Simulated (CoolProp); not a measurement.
Vapour-liquid equilibrium of R125 (1) + dimethyl ether (2) at 209.2 K; x and y are mole fractions of (1).

Model: multi-fluid Helmholtz-energy mixture model, Lemmon 2005 and Wu 2011; pair parameters Bell 2016, in CoolProp.

```
x     bubble pressure, mixture model (bar)  bubble pressure, Raoult's law (bar)  y, mixture model  y, Raoult's law
----  ------------------------------------  -----------------------------------  ----------------  ---------------
0.05                                     …                               0.1417                 …            0.153
0.2                                      …                               0.1878                 …            0.462
0.35                                     …                               0.2338                 …            0.649
0.5                                 0.2107                               0.2799             0.750            0.774
0.65                                0.2674                               0.3260             0.885            0.864
0.8                                 0.3386                               0.3721                 …            0.932
0.95                                     …                               0.4182             0.994            0.985
```

### Question
What belongs in the gaps?

### Answer

- 0.05, bubble pressure, mixture model (bar): 0.1302
- 0.05, y, mixture model: 0.079
- 0.2, bubble pressure, mixture model (bar): 0.1460
- 0.2, y, mixture model: 0.320
- 0.35, bubble pressure, mixture model (bar): 0.1712
- 0.35, y, mixture model: 0.554
- 0.8, y, mixture model: 0.961
- 0.95, bubble pressure, mixture model (bar): 0.4120

The largest gap from Raoult's law is -26.8 % in bubble pressure, at x = 0.35. No azeotrope shows between x = 0.05 and 0.95.

The pair parameters rest on a limited set of measurements; away from them the model extrapolates.
